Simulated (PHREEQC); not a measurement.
**Buffer**

Dissolve 0.0022 mol H3PO4 and 0.0003 mol NaF per kg of water at 20 °C. Closed to the air; pH follows from the charge balance.

Model: ion-association model, phreeqc.dat, run in PHREEQC.

This is a speciation only: nothing precipitates in the calculation.

Estimate the pH, specific conductance, ionic strength.

pH 2.81; specific conductance 555 µS/cm; ionic strength 0.00193 mol/kgw.

In which forms is F present?

HF 67 %, F- 33 % of the F.
